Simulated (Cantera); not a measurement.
Input: 1 mol NF3, 0.47 mol H2O, 4.3 mol N2, equilibrated at 1.33 mbar.

Equilibrium computed with Cantera from the NASA thermochemical tables; the gas is ideal and each condensed phase is pure. Candidate condensed phases: H2O; 40 gas species. Equilibrium is a limit: real reactors are often held back by kinetics, nucleation or transport.

x: gas mole fraction; nothing condenses.

```
T (K)   x N2    x F    x HF      x O      x O2       x H
-----  -----  -----  ------  -------  --------  --------
1873   0.596  0.256   0.117  0.00108    0.0279   3.38e-8
2023   0.595  0.256   0.117  0.00353    0.0262   5.57e-7
2173   0.593  0.255   0.116  0.00938    0.0227   6.26e-6
2323   0.589  0.254   0.116   0.0202    0.0168   5.16e-5
2473   0.585  0.252   0.115   0.0341   0.00965  0.000330
2623   0.581  0.252   0.112        …         …         …
2773   0.577  0.255   0.106   0.0510         …         …
2923   0.568  0.265  0.0902   0.0528  0.000498    0.0210
```

**Question.** What belongs in the gaps?

**Answer.** 
- 2773, x O2: 0.00146
- 2773, x H: 0.00685
- 2623, x O: 0.0454
- 2623, x O2: 0.00411
- 2623, x H: 0.00168
